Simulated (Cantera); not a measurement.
An adiabatic, constant-pressure homogeneous reactor starts with CH₃OH : O₂ : N₂ = 1 : 3.26 : 12.3 (molar parts), equivalence ratio 0.46, at 1375 K and 4.60 bar. Integrator tolerance rtol = 1e-08.

Model: GRI-Mech 3.0 (53 species, 325 reactions), integrated in Cantera. GRI-Mech 3.0 was tuned for natural gas; its chemistry of methanol as a main component is partial and can be far from experiment.

Problem. What does this change do: pressure from 4.60 bar to 3.20 bar?

Solution. 
| quantity | before | after |
|---|---|---|
| time of steepest temperature rise | 0.277 ms | 0.375 ms |
| temperature at 7.00 s | 2328 K | 2324 K |
| equilibrium temperature | 2328 K | 2324 K |
| x(CH₃OH) at 7.00 s | <1e-12 (gas-phase equilibrium <1e-12) | <1e-12 (gas-phase equilibrium <1e-12) |
| x(O₂) at 7.00 s | 0.0967 (gas-phase equilibrium 0.0967) | 0.0967 (gas-phase equilibrium 0.0967) |
| x(CO) at 7.00 s | 0.00120 (gas-phase equilibrium 0.00120) | 0.00139 (gas-phase equilibrium 0.00139) |
| x(C₂H₄) at 7.00 s | <1e-12 (gas-phase equilibrium <1e-12) | <1e-12 (gas-phase equilibrium <1e-12) |
| x(CO₂) at 7.00 s | 0.0573 (gas-phase equilibrium 0.0573) | 0.0571 (gas-phase equilibrium 0.0571) |
| x(CH₃) at 7.00 s | <1e-12 (gas-phase equilibrium <1e-12) | <1e-12 (gas-phase equilibrium <1e-12) |
| x(N₂O) at 7.00 s | 1.22e-6 (gas-phase equilibrium 1.22e-6) | 1.01e-6 (gas-phase equilibrium 1.01e-6) |

Problem. What does this change do: initial temperature 1375 to 1798 K?

Solution. 
| quantity | before | after |
|---|---|---|
| time of steepest temperature rise | 0.277 ms | 9.19 µs |
| temperature at 7.00 s | 2328 K | 2624 K |
| equilibrium temperature | 2328 K | 2624 K |
| x(CH₃OH) at 7.00 s | <1e-12 (gas-phase equilibrium <1e-12) | <1e-12 (gas-phase equilibrium <1e-12) |
| x(O₂) at 7.00 s | 0.0967 (gas-phase equilibrium 0.0967) | 0.0923 (gas-phase equilibrium 0.0923) |
| x(CO) at 7.00 s | 0.00120 (gas-phase equilibrium 0.00120) | 0.00557 (gas-phase equilibrium 0.00557) |
| x(C₂H₄) at 7.00 s | <1e-12 (gas-phase equilibrium <1e-12) | <1e-12 (gas-phase equilibrium <1e-12) |
| x(CO₂) at 7.00 s | 0.0573 (gas-phase equilibrium 0.0573) | 0.0525 (gas-phase equilibrium 0.0525) |
| x(CH₃) at 7.00 s | <1e-12 (gas-phase equilibrium <1e-12) | <1e-12 (gas-phase equilibrium <1e-12) |
| x(N₂O) at 7.00 s | 1.22e-6 (gas-phase equilibrium 1.22e-6) | 2.01e-6 (gas-phase equilibrium 2.01e-6) |

Problem. What does this change do: initial temperature 1375 to 1723 K?

Solution. 
```tsv
quantity	before	after
time of steepest temperature rise	0.277 ms	14.6 µs
temperature at 7.00 s	2328 K	2576 K
equilibrium temperature	2328 K	2576 K
x(CH₃OH) at 7.00 s	<1e-12 (gas-phase equilibrium <1e-12)	<1e-12 (gas-phase equilibrium <1e-12)
x(O₂) at 7.00 s	0.0967 (gas-phase equilibrium 0.0967)	0.0930 (gas-phase equilibrium 0.0930)
x(CO) at 7.00 s	0.00120 (gas-phase equilibrium 0.00120)	0.00449 (gas-phase equilibrium 0.00449)
x(C₂H₄) at 7.00 s	<1e-12 (gas-phase equilibrium <1e-12)	<1e-12 (gas-phase equilibrium <1e-12)
x(CO₂) at 7.00 s	0.0573 (gas-phase equilibrium 0.0573)	0.0537 (gas-phase equilibrium 0.0537)
x(CH₃) at 7.00 s	<1e-12 (gas-phase equilibrium <1e-12)	<1e-12 (gas-phase equilibrium <1e-12)
x(N₂O) at 7.00 s	1.22e-6 (gas-phase equilibrium 1.22e-6)	1.87e-6 (gas-phase equilibrium 1.87e-6)
```
